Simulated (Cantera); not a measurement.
What does this Cantera script print?

```python
import numpy as np
import cantera as ct

gas = ct.Solution("gri30.yaml", transport_model="multicomponent")
show = ['OH', 'H2O', 'H2']

rows = []
print(f"{'T/K':>7s}{'rho':>11s}{'cp':>10s}{'mu':>11s}{'lambda':>11s}{'Pr':>7s}" + "".join(f"{'D_' + s:>11s}" for s in show))
for T in [400, 500, 600, 700, 800, 900]:
    gas.TPX = T, 250000, {'N2O': 0.22, 'CO2': 0.56}
    Pr = gas.cp_mass * gas.viscosity / gas.thermal_conductivity
    D = [gas.mix_diff_coeffs_mole[gas.species_index(s)] for s in show]
    rows.append([gas.density, gas.cp_mass, gas.viscosity, gas.thermal_conductivity, Pr, *D])
    print(f"{T:7g}{gas.density:11.4e}{gas.cp_mass:10.1f}{gas.viscosity:11.4e}"
          f"{gas.thermal_conductivity:11.4e}{Pr:7.3f}" + "".join(f"{d:11.4e}" for d in D))
print("SI units: kg/m3, J/kg/K, Pa s, W/m/K, m2/s")
```

Result:

```
    T/K        rho        cp         mu     lambda     Pr       D_OH      D_H2O       D_H2
    400 3.3083e+00     947.1 1.9668e-05 2.5268e-02  0.737 1.6802e-05 1.1664e-05 4.4152e-05
    500 2.6466e+00    1022.0 2.3870e-05 3.3095e-02  0.737 2.4872e-05 1.8095e-05 6.4700e-05
    600 2.2055e+00    1083.2 2.7712e-05 4.0746e-02  0.737 3.4098e-05 2.5706e-05 8.8130e-05
    700 1.8904e+00    1133.4 3.1270e-05 4.8147e-02  0.736 4.4399e-05 3.4395e-05 1.1425e-04
    800 1.6541e+00    1175.1 3.4598e-05 5.5278e-02  0.736 5.5713e-05 4.4081e-05 1.4292e-04
    900 1.4703e+00    1210.2 3.7736e-05 6.2146e-02  0.735 6.7990e-05 5.4698e-05 1.7402e-04
SI units: kg/m3, J/kg/K, Pa s, W/m/K, m2/s
```

Detailed kinetics in Cantera: GRI-Mech 3.0 (53 species, 325 reactions).
